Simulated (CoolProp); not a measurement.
Saturated liquid density (kg/m³) of methane: the reference equation beside estimates from Tc = -82.6 °C, pc = 4599 kPa, ω = 0.011. Rackett uses Z = 0.29056 − 0.08775 ω.

Computed with CoolProp (reference Helmholtz-energy equation of state, Setzmann 1991).

```csv
T (°C),reference,Rackett,van der Waals,Soave-Redlich-Kwong,Peng-Robinson
-165.35,427.9,427.1,293.6,427.3,482.0
-163.35,425.1,424.2,291.6,424.1,478.6
-161.25,422.0,421.1,289.5,?,474.8
-159.25,419.1,418.1,287.5,417.4,471.2
-157.15,?,415.0,285.3,413.8,467.3
-155.15,412.9,412.0,283.2,410.3,463.6
-153.05,409.7,408.7,281.0,406.6,459.5
-151.05,406.7,?,278.8,403.0,455.5
-148.95,403.4,402.3,276.5,399.1,451.3
-146.95,400.2,399.1,?,395.4,447.1
-144.85,396.8,395.7,271.8,391.3,442.7
-142.85,393.5,392.4,269.5,387.4,438.3
-140.85,390.2,389.1,267.1,383.3,433.8
-138.75,386.7,385.5,264.6,379.0,429.0
```

Problem. Some entries are withheld; supply them.

Solution. 
- -161.25, Soave-Redlich-Kwong: 420.7
- -157.15, reference: 416.0
- -151.05, Rackett: 405.6
- -146.95, van der Waals: 274.3

Absolute difference from the reference over all 14 rows, mean and median: Rackett 0.3 and 0.3 %, van der Waals 31.5 and 31.4 %, Soave-Redlich-Kwong 0.9 and 0.8 %, Peng-Robinson 12.0 and 12.1 %.
